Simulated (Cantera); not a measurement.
## Premixed flame

A freely propagating, adiabatic, planar premixed flame of 31.6 % H2, 14.4 % O2, 54.0 % N2, unburnt at 448 K and 5.00 bar; mixture-averaged transport, grid criteria slope 0.08 and curve 0.16, no radiation.

Detailed kinetics in Cantera: the H2/O2 subset of GRI-Mech 3.0, which has no nitrogen chemistry. The hydrogen kinetics of GRI-Mech 3.0 are dated; newer H2 mechanisms differ, most at raised pressure. Burning velocities carry a grid error of a few per cent, more on coarse grids.

```
z (mm)   T (K)  u (m/s)    x H2     x O2     x OH     x HO2       x O      x H
-------  -----  -------  ------  -------  -------  --------  --------  -------
-0.158     448     4.50   0.316    0.144    <1e-8     <1e-8     <1e-8    <1e-8
-0.105     448     4.50   0.316    0.144    <1e-8     <1e-8     <1e-8    <1e-8
-0.0789    448     4.50   0.316    0.144    <1e-8   3.76e-8     <1e-8    <1e-8
-0.0526    449     4.50   0.314    0.144    <1e-8   9.63e-7   3.93e-8    <1e-8
-0.0263    490     4.81   0.298    0.147  1.49e-5  0.000268   4.24e-6  5.10e-6
-0.0132    801     7.54   0.250    0.141  0.00107  0.000985  0.000227  0.00186
0         1302     11.9   0.171    0.106  0.00305  0.000415   0.00252   0.0148
0.0132    1654     14.9   0.101   0.0576  0.00778  0.000186   0.00578   0.0292
0.0263    1848     16.6  0.0676   0.0304   0.0121   8.66e-5   0.00679   0.0328
0.0526    2034     18.1  0.0529   0.0161   0.0153   3.79e-5   0.00602   0.0270
0.105     2199     19.4  0.0480   0.0109   0.0150   2.02e-5   0.00398   0.0179
0.211     2333     20.3  0.0430  0.00719   0.0129   1.04e-5   0.00224   0.0109
0.421     2427     21.0  0.0380  0.00440   0.0102   5.05e-6   0.00117  0.00649
```
x: mole fraction of selected species; z is measured from the peak of heat release.

laminar burning velocity: 450 cm/s
thermal thickness: 0.0526 mm
peak x(OH): 0.0155
peak x(HO2): 0.00111
peak x(O): 0.00679
peak x(H): 0.0329
